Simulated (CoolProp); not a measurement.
Vapour-liquid equilibrium of CHF3 (R23) (1) + propylene (2) at 0.71 MPa; x and y are mole fractions of (1).

Computed with CoolProp (multi-fluid Helmholtz-energy mixture model, Penoncello 2003 and Lemmon 2013; pair parameters Bell 2016).

**Question.** Give the bubble temperature and the first vapour's composition at x = 0.05, 0.125, 0.575. Is there an azeotrope?

**Answer.** x = 0.05: 269.2 K, y = 0.273; x = 0.125: 257.9 K, y = 0.509; x = 0.575: 237.8 K, y = 0.829. No azeotrope shows between x = 0.05 and 0.95.

Pair parameters are fitted to limited data, so mixtures are less certain than the pure fluids. With so large a gap from Raoult's law the liquid may split in two, which this calculation doesn't test in full.
